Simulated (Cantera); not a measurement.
# Premixed flame

A freely propagating, adiabatic, planar premixed flame of H₂ : O₂ : N₂ = 1 : 0.179 : 0.671 (molar parts), equivalence ratio 2.8, unburnt at 325 K and 2330 Torr; mixture-averaged transport, grid criteria slope 0.08 and curve 0.16, no radiation.

Model: the H2/O2 subset of GRI-Mech 3.0, which has no nitrogen chemistry, integrated in Cantera. The hydrogen kinetics of GRI-Mech 3.0 are dated; newer H2 mechanisms differ, most at raised pressure. Burning velocities carry a grid error of a few per cent, more on coarse grids.

```csv
z (mm),T (K),u (m/s),x H₂,x O₂,x O,x H,x HO₂,x OH
-0.284,325,2.58,0.541,0.0968,<1e-8,<1e-8,<1e-8,<1e-8
-0.189,325,2.58,0.541,0.0968,<1e-8,<1e-8,<1e-8,<1e-8
-0.142,325,2.58,0.540,0.0968,<1e-8,<1e-8,6.67e-8,<1e-8
-0.0946,330,2.61,0.539,0.0971,4.18e-8,<1e-8,2.10e-6,<1e-8
-0.0473,435,3.36,0.523,0.0985,4.69e-6,1.38e-5,0.000371,2.44e-5
-0.0236,749,5.59,0.490,0.0890,0.000103,0.00195,0.000552,0.000471
0,1103,8.08,0.445,0.0658,0.000455,0.0110,0.000230,0.000584
0.0236,1350,9.83,0.402,0.0367,0.000753,0.0234,0.000107,0.000855
0.0473,1488,10.8,0.376,0.0161,0.000544,0.0312,4.41e-5,0.000921
0.0946,1604,11.7,0.362,0.00250,0.000144,0.0324,6.47e-6,0.000824
0.189,1683,12.2,0.364,0.000133,4.35e-5,0.0252,3.31e-7,0.000723
0.378,1747,12.6,0.370,6.61e-6,1.99e-5,0.0167,2.43e-8,0.000558
0.756,1794,12.9,0.375,2.10e-6,7.78e-6,0.0101,<1e-8,0.000373
```
x: mole fraction of selected species; z is measured from the peak of heat release.

```
Property                      Value
------------------------  ---------
laminar burning velocity   258 cm/s
thermal thickness         0.0946 mm
peak x(O)                  0.000754
peak x(H)                    0.0333
peak x(HO₂)                0.000737
peak x(OH)                 0.000925
```
